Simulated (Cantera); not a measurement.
Feed: 1 mol Si2Cl6, 7.8 mol NH3, equilibrated at 1773 K and 4.80 mbar.

Cantera equilibrium calculation (NASA polynomials, part measured and part estimated; ideal gas, pure solids and liquids). Candidate condensed phases: NH4Cl, Si, Si3N4; 28 gas species. The feed counts by its element totals alone. The tables' values for SiCl3, SiCl are old estimates; treat these amounts as uncertain. Gases not in the tables: Si2H6 and higher silanes. Equilibrium is a limit: real reactors are often held back by kinetics, nucleation or transport.

Base state: H2 0.562, N2 0.209, HCl 0.129, SiCl2 0.0950, H 0.00308, SiCl3 0.000644, Cl 0.000543, SiCl 0.000538 (mole fractions); condensed: Si(l).

### Question
What changes in the equilibrium state with this change: temperature from 1773 K to 1123 K?

### Answer
| species | before | after |
|---|---|---|
| H2 | 0.562 | 0.515 |
| HCl | 0.129 | 0.327 |
| N2 | 0.209 | 0.152 |
| SiCl2 | 0.0950 | 9.17e-5 |
| SiCl4 | 7.42e-6 | 0.00497 |
| SiCl | 0.000538 | <1e-9 |
| Si | 0.000444 | <1e-9 |
| SiH | 2.84e-5 | <1e-9 |
| SiH2 | 1.39e-5 | <1e-9 |
| Si2N | 1.12e-5 | <1e-9 |
| Si(l), mol | 0.197 | 0 |
| Si3N4(s), mol | 0 | 0.636 |
The tables' values for SiCl3 are old estimates; treat these amounts as uncertain.

### Question
What changes in the equilibrium state with this change: Si2Cl6 replaced by SiCl4?

### Answer
| species | before | after |
|---|---|---|
| H2 | 0.562 | 0.605 |
| N2 | 0.209 | 0.221 |
| HCl | 0.129 | 0.114 |
| SiCl2 | 0.0950 | 0.0556 |
| SiCl3 | 0.000644 | 0.000321 |
| Si2N | 1.12e-5 | 7.51e-6 |
| Si(l), mol | 0.197 | 0 |
The tables' values for SiCl, SiCl3 are old estimates; treat these amounts as uncertain.
